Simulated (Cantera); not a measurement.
## Reactions in the system C-Cl-H-Ti

Source: NASA polynomial tables (part measured, part estimated), evaluated in Cantera. Values are per mole of reaction as written; species without (g) are pure solids or liquids, kept so even where they would boil at 1 bar.

4 CH4(g) + TiCl4 = Ti + 4 CH3Cl(g) + 2 H2(g)

```csv
T (K),ΔH° (kJ),ΔS° (J/K),ΔG° (kJ),log10 K
300,774.6,231.1,705.3,-122.80
425,770.4,219.1,677.2,-83.24
435,770.1,218.5,675.1,-81.06
445,769.8,217.8,672.9,-78.98
455,769.5,217.2,670.7,-77.00
465,769.3,216.6,668.5,-75.10
475,769.0,216.1,666.4,-73.28
485,768.7,215.5,664.2,-71.53
495,768.5,214.9,662.1,-69.86
505,768.2,214.4,659.9,-68.26
515,767.9,213.9,657.8,-66.71
```
